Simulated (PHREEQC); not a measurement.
A solution holds 0.075 mol MgCl2, 0.029 mol NaHCO3 and 0.00055 mol H4SiO4 per kg of water, at 20 °C. Closed to the air; pH follows from the charge balance.

All values are PHREEQC results (ion-association model, wateq4f.dat), not measurements.

No solid was allowed to form.

**Question.** What pH does the model give?

**Answer.** pH 7.69.

**Question.** In which forms is C present?

**Answer.** HCO3- 74 %, MgHCO3+ 20 %, CO2 2.6 %, MgCO3 2.1 %, NaHCO3 0.6 % of the C.

Saturation is exceeded, for instance for Magnesite (slow to form), Quartz (slow to form); the values hold only as long as no solid forms.
